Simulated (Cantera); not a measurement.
An adiabatic, constant-volume homogeneous reactor starts with 8.03 % CH₄, 2.81 % H₂, 15.9 % O₂, 59.6 % N₂, 13.6 % CO₂, equivalence ratio 1.1, at 1525 K and 4.74 atm.

Model: GRI-Mech 3.0 (53 species, 325 reactions), integrated in Cantera.

Q: Predict: time of steepest temperature rise; temperature at 0.600 s; equilibrium temperature; x(H₂) at 0.600 s; x(O₂) at 0.600 s; x(CH₂O) at 0.600 s; x(O) at 0.600 s.

A: 
| Property | Value |
|---|---|
| time of steepest temperature rise | 0.104 ms |
| temperature at 0.600 s | 2823 K |
| equilibrium temperature | 2823 K |
| x(H₂) at 0.600 s | 0.0106 (gas-phase equilibrium 0.0106) |
| x(O₂) at 0.600 s | 0.0149 (gas-phase equilibrium 0.0149) |
| x(CH₂O) at 0.600 s | 2.58e-9 (gas-phase equilibrium 2.58e-9) |
| x(O) at 0.600 s | 0.00241 (gas-phase equilibrium 0.00241) |
